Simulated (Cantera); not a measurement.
Feed: 1 mol (CH₃)₂SiCl₂, 0.28 mol CH₄, 420 mol H₂, held at 1675 K and 10.0 mbar.

These are equilibrium values from Cantera (NASA tables, ideal gas, pure condensed phases), not measurements of a reactor. Candidate condensed phases: C, C₆H₆, C₇H₈, C₈H₁₈, Si, SiC; 109 gas species. The feed counts by its element totals alone. The numbers say what is thermodynamically allowed, not how fast it happens.

Base state: H₂ 0.994, HCl 0.00470, H 0.00116, C₂H₂ (acetylene) 5.77e-5, CH₄ 1.19e-5 (mole fractions); condensed: C(graphite) + SiC(s).

Task: What changes in the equilibrium state with this change: temperature from 1675 K to 1198 K?

Result: 
| species | before | after |
|---|---|---|
| H₂ | 0.994 | 0.995 |
| HCl | 0.00470 | 0.00471 |
| CH₄ | 1.19e-5 | 0.000159 |
| H | 0.00116 | 1.90e-6 |
| C₂H₂ (acetylene) | 5.77e-5 | 9.84e-8 |
| C(graphite), mol | 1.23 | 1.21 |
| SiC(s), mol | 0.999 | 1.000 |

Task: What changes in the equilibrium state with this change: pressure from 10.0 mbar to 93.0 mbar?

Result: 
```csv
species,before,after
H₂,0.994,0.995
HCl,0.00470,0.00471
H,0.00116,0.000380
CH₄,1.19e-5,0.000111
C₂H₂ (acetylene),5.77e-5,5.78e-5
"C(graphite), mol",1.23,1.18
"SiC(s), mol",0.999,0.999
```
